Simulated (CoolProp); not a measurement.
A Linde-Hampson liquefier for ethylene: isothermal reversible compression at 320 K from 1 atm to 30 MPa, throttling to 1 atm, return gas leaving the recuperator 0 K below the feed. Each further row changes one setting.

The numbers come from the reference Helmholtz-energy equation of state, Smukala 2000 in CoolProp.

| case | liquid yield per pass | compression work (kJ/kg of gas) |
|---|---|---|
| as stated | 0.429 | 444 |
| high pressure 60 MPa | 0.410 | 513 |
| warm-end temperature 350 K | 0.357 | 512 |
| warm-end gap 5 K | 0.422 | 444 |
